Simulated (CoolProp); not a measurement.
Hydrogen chloride along the isotherm 344.9 K: Z from the reference equation and from simpler models built on Tc = 324.7 K, pc = 83.14 bar, ω = 0.130; each cubic takes its own stable root.

Values from CoolProp's reference Helmholtz-energy equation of state, Thol 2018.

```csv
p (bar),phase,reference,van der Waals,Redlich-Kwong,Soave-Redlich-Kwong,Peng-Robinson
83.1,gas,[?],0.6424,0.6342,0.6451,0.6162
166,supercritical,[?],[?],0.3897,[?],0.3646
249,supercritical,0.4132,0.5889,0.4917,0.4978,0.4509
333,supercritical,0.5146,0.7381,0.6018,[?],0.5484
416,supercritical,0.6134,0.8830,0.7093,0.7142,0.6444
499,supercritical,0.7102,1.025,0.8146,0.8193,0.7387
582,supercritical,0.8051,1.165,[?],0.9224,0.8314
665,supercritical,0.8981,1.304,1.019,1.024,0.9227
748,supercritical,0.9895,1.440,1.119,1.124,1.013
831,supercritical,1.080,1.575,1.218,1.222,1.101
```

### Question
Complete the blanks.

### Answer

- 83.1, reference: 0.6188
- 166, reference: 0.3193
- 166, van der Waals: 0.4435
- 166, Soave-Redlich-Kwong: 0.3990
- 333, Soave-Redlich-Kwong: 0.6071
- 582, Redlich-Kwong: 0.9178
